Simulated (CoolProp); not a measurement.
The fluid at 298.15 K and 0.448 MPa is throttled through a valve to 0.0125 MPa with no heat exchange. The same conditions are run with several fluids, on thermodynamics alone (safety and materials aside).

Values from CoolProp's reference Helmholtz-energy equation of state of each fluid (trans-2-butene: Lemmon 2005; p-xylene: Zhou 2012; R1233zd(E): Akasaka 2022; cis-2-butene: Lemmon 2005).

Task: Rank trans-2-butene, p-xylene, R1233zd(E), cis-2-butene by temperature change (K), highest first.

Result: p-xylene (+0.2), R1233zd(E) (-52.3), cis-2-butene (-65.9), trans-2-butene (-68.8)

| fluid | final phase | final density (kg/m³) |
|---|---|---|
| trans-2-butene | two-phase, vapour fraction 0.340 | 1.09 |
| p-xylene | liquid | 856 |
| R1233zd(E) | two-phase, vapour fraction 0.277 | 2.90 |
| cis-2-butene | two-phase, vapour fraction 0.308 | 1.19 |
